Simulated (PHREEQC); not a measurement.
A column of 0.5 m (40 cells, dispersivity 0.04 m, 720 s a shift, diffusion coefficient 3e-10 m²/s) holds 0.019 eq of the database's cation exchanger X per kg of pore water, first in equilibrium with 3.9 mmol/kgw KCl, 38 mmol/kgw ZnCl2 and 0.01 mmol/kgw HCl. It is flushed with 0.016 mol CdCl2 and 1e-05 mol HCl per kg of water, at 25 °C. Values are for the last cell. No CO2 enters from the air. Nothing may precipitate in this run.

Base run: PHREEQC, ion-association model, phreeqc.dat. Each further column changes one thing. The table gives Cd in solution (mol/kgw).

| pore volumes | base | exchange capacity from 0.019 to 0.0095 eq/kgw | dispersivity from 0.04 to 0.08 m |
|---|---|---|---|
| 0 | 0 | 0 | 0 |
| 0.2625 | 1.24e-6 | 1.86e-6 | 5.99e-5 |
| 0.6375 | 0.00154 | 0.00197 | 0.00297 |
| 0.8875 | 0.00428 | ___ | 0.00567 |
| 1.262 | 0.00753 | 0.00953 | ___ |
| 1.512 | 0.00910 | 0.0113 | 0.00977 |
| 1.887 | 0.0111 | 0.0131 | ___ |
| 2.138 | 0.0122 | 0.0140 | ___ |
| 2.513 | 0.0135 | 0.0149 | 0.0131 |
| 2.763 | 0.0141 | ___ | ___ |
| 3.138 | 0.0148 | 0.0156 | 0.0142 |
| 3.388 | 0.0151 | 0.0158 | ___ |
| 3.763 | 0.0155 | 0.0159 | 0.0150 |
| 4.013 | 0.0156 | 0.0159 | 0.0152 |

### Question
Complete the blanks.

### Answer

- 0.8875, exchange capacity from 0.019 to 0.0095 eq/kgw: 0.00546
- 1.262, dispersivity from 0.04 to 0.08 m: 0.00850
- 1.887, dispersivity from 0.04 to 0.08 m: 0.0112
- 2.138, dispersivity from 0.04 to 0.08 m: 0.0121
- 2.763, exchange capacity from 0.019 to 0.0095 eq/kgw: 0.0153
- 2.763, dispersivity from 0.04 to 0.08 m: 0.0136
- 3.388, dispersivity from 0.04 to 0.08 m: 0.0146
